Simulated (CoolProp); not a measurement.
Vapour-liquid equilibrium of ethanol (1) + benzene (2) at 1170 kPa; x and y are mole fractions of (1).

Computed with CoolProp (multi-fluid Helmholtz-energy mixture model, Schroeder 2014 and Thol 2012; pair parameters Bell 2016).

| x | bubble temperature, mixture model (K) | bubble temperature, Raoult's law (K) | y, mixture model | y, Raoult's law |
|---|---|---|---|---|
| 0.05 | 450.7 | 457.9 | 0.170 | 0.094 |
| 0.125 | 441.5 | 454.3 | 0.324 | 0.217 |
| 0.2 | 436.3 | 451.0 | 0.415 | 0.323 |
| 0.275 | 433.1 | 448.2 | 0.474 | 0.418 |
| 0.35 | 431.2 | 445.6 | 0.518 | 0.502 |
| 0.425 | 429.8 | 443.2 | 0.555 | 0.578 |
| 0.5 | 428.9 | 441.1 | 0.590 | 0.647 |
| 0.575 | 428.3 | 439.1 | 0.627 | 0.711 |
| 0.65 | 427.9 | 437.3 | 0.669 | 0.770 |
| 0.725 | 427.9 | 435.6 | 0.719 | 0.825 |
| 0.8 | 428.1 | 434.0 | 0.780 | 0.877 |
| 0.875 | 428.7 | 432.5 | 0.853 | 0.925 |
| 0.95 | 429.5 | 431.1 | 0.938 | 0.971 |

The largest gap from Raoult's law is -15.1 K in bubble temperature, at x = 0.275. y crosses x between x = 0.65 and 0.725: the model has an azeotrope there.

The pair parameters rest on a limited set of measurements; away from them the model extrapolates.
